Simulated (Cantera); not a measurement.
Charge: 1 mol C2H6, 0.68 mol O2, 12 mol H2, held at 36000 Pa.

These are equilibrium values from Cantera (NASA tables, ideal gas, pure condensed phases), not measurements of a reactor. Candidate condensed phases: C, C6H6, C7H8, C8H18, H2O; 110 gas species. Equilibrium is a limit: real reactors are often held back by kinetics, nucleation or transport.

Over these rows the condensed part is C(graphite). Partial pressures as log10 of bar:

```csv
T (K),1000/T (1/K),log p H2O,log p H2,log p CO
948,1.0549,-2.16,-0.51,-1.64
1048,0.9542,-2.76,-0.49,-1.55
1148,0.8711,-3.33,-0.49,-1.53
1248,0.8013,-3.82,-0.48,-1.52
1348,0.7418,-4.24,-0.48,-1.52
1448,0.6906,?,-0.48,-1.52
```

Q: Fit log p(H2O) = a + b·(1000/T) to the five rows, give the apparent enthalpy, and predict the row at 1448 K.

A: Means: 1000/T = 0.8847, log p = -3.262. Sxy = 0.409668, Sxx = 0.0613592, so b = 6.68 and a = -3.262 − (6.68)×0.8847 = -9.17.
Apparent enthalpy: −19.145 × (6.68) = -128 kJ/mol. With the condensed phases at unit activity, H2(g) + CO(g) = H2O(g) + C(graphite) links this pressure to the main gases: over the six rows their terms move log p by +0.15 in all, so the slope isn't that reaction's ΔH° alone. The five rows lie within 0.04 of the line.
Prediction at 1448 K: -9.17 + (6.68)×0.6906 = -4.56. The computed value is -4.60, 0.04 from the line.
